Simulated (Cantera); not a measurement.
Charge: 1 mol Si, 1.1 mol H₂O, 11 mol N₂, held at 750 Torr.

Method: chemical equilibrium by Gibbs-energy minimisation in Cantera with the NASA 1993 tables (ideal gas, pure condensed phases). Candidate condensed phases: H₂O, Si, SiO₂, Si₂N₂O, Si₃N₄; 35 gas species. Mutual solubility and eutectic melting of coexisting phases are not modelled. The tables hold silica as quartz up to 1696 K and as liquid above; real silica turns to tridymite and cristobalite and melts near 1996 K. Kinetics and transport are ignored.

Task: Which condensed phases are stable at each of these points (T (°C)): 1600, 1625, 1650, 1675, 1700, 1725, 1750, 1775, 1800, 1825, 1850, 1875, 1900?

Result: 
```csv
T (°C),condensed phases,Si condensed (%)
1600,SiO₂(condensed) + Si₂N₂O(s),92.4
1625,SiO₂(condensed) + Si₂N₂O(s),88.4
1650,SiO₂(condensed) + Si₂N₂O(s),82.4
1675,SiO₂(condensed) + Si₂N₂O(s),73.6
1700,SiO₂(condensed) + Si₂N₂O(s),60.7
1725,SiO₂(l) + Si₂N₂O(s),41.5
1750,SiO₂(l) + Si₂N₂O(s),12.7
1775,SiO₂(l),9.8
1800,SiO₂(l),9.7
1825,SiO₂(l),9.5
1850,SiO₂(l),9.3
1875,SiO₂(l),9.0
1900,SiO₂(l),8.7
```

From 1600 °C to 1700 °C the condensed part is SiO₂(condensed) + Si₂N₂O(s). From 1725 °C to 1750 °C the condensed part is SiO₂(l) + Si₂N₂O(s). From 1775 °C to 1900 °C the condensed part is SiO₂(l).
